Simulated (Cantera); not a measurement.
**Iron carbonyl, mercury and lead vapours: PbO + O₂ + H₂**

Charge: 1 mol PbO, 1.4 mol O₂, a varied amount of H₂, equilibrated at 1550 K and 0.0750 bar.

Cantera equilibrium calculation (NASA polynomials, part measured and part estimated; ideal gas, pure solids and liquids). Candidate condensed phases: H₂O, Pb, PbO, PbO₂, Pb₃O₄; 12 gas species. Kinetics and transport are ignored.

From 12 mol H₂ to 87 mol H₂ nothing is condensed. The main Pb-bearing gas is Pb throughout.

| n(H₂) (mol) | x H₂ | x H₂O | x Pb | x H | x PbO | x Pb₂ | x OH |
|---|---|---|---|---|---|---|---|
| 12 | 0.631 | 0.292 | 0.0769 | 9.13e-5 | 1.88e-5 | 6.45e-6 | 1.42e-6 |
| 24 | 0.808 | 0.152 | 0.0400 | 0.000103 | 3.96e-6 | 1.75e-6 | 6.54e-7 |
| 37 | 0.874 | 0.1000 | 0.0263 | 0.000107 | 1.59e-6 | 7.56e-7 | 4.14e-7 |
| 50 | 0.906 | 0.0745 | 0.0196 | 0.000109 | 8.49e-7 | 4.20e-7 | 3.03e-7 |
| 62 | 0.924 | 0.0603 | 0.0159 | 0.000111 | 5.46e-7 | 2.75e-7 | 2.43e-7 |
| 75 | 0.937 | 0.0500 | 0.0132 | 0.000111 | 3.70e-7 | 1.89e-7 | 2.00e-7 |
| 87 | 0.945 | 0.0432 | 0.0114 | 0.000112 | 2.73e-7 | 1.41e-7 | 1.72e-7 |
x: gas mole fraction; nothing condenses.
